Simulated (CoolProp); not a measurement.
Methanol at several states: fugacity coefficient from the reference equation and from simpler models built on Tc = 513.4 K, pc = 8216 kPa, ω = 0.565; each cubic takes its own stable root.

The numbers come from the reference Helmholtz-energy equation of state, de Reuck 1993 in CoolProp.

```
T (K)  p (kPa)          phase  reference
-----  -------  -------------  ---------
251.4    40300         liquid   4.632e-5
510.9       14            gas     0.9995
513.8     88.9            gas     0.9967
571.6     8570  supercritical     0.7830
250.7     6670         liquid  0.0001444
```

**Question.** How far does each simpler model (Redlich-Kwong, Soave-Redlich-Kwong, Peng-Robinson) lie from the reference over these 5 states: mean and median of the absolute difference, and the worst?

**Answer.** 
- Redlich-Kwong: mean 691.0 %, median 3.6 %, worst +1924.2 % at 251.4 K and 40300 kPa
- Soave-Redlich-Kwong: mean 12.9 %, median 0.5 %, worst -38.9 % at 250.7 K and 6670 kPa
- Peng-Robinson: mean 10.0 %, median 2.7 %, worst -28.0 % at 250.7 K and 6670 kPa
